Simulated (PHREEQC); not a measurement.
Dissolve 0.0024 mol Cu(BF4)2 and 0.018 mol Na2SO4 per kg of water at 25 °C. Closed to the air; pH follows from the charge balance.

Equilibrium calculation in PHREEQC: ion-association model, phreeqc.dat.

Precipitation was switched off in this run.

Question: Order these S species by the share of S that they hold, largest first: NaSO4-, CuSO4, SO4-2, HSO4-.

Answer: SO4-2 (85 %), NaSO4- (6.6 %), CuSO4 (5.2 %), HSO4- (3.7 %)

Question: Order these Cu species by the share of Cu that they hold, largest first: CuF+, Cu+2, CuSO4.

Answer: Cu+2 (60 %), CuSO4 (39 %), CuF+ (1.3 %)

The pH is 3.09 and the ionic strength 0.0553 mol/kgw. Complexes and solids missing from the database can't appear. Real BF4- forms and hydrolyses slowly; the run takes it at equilibrium.
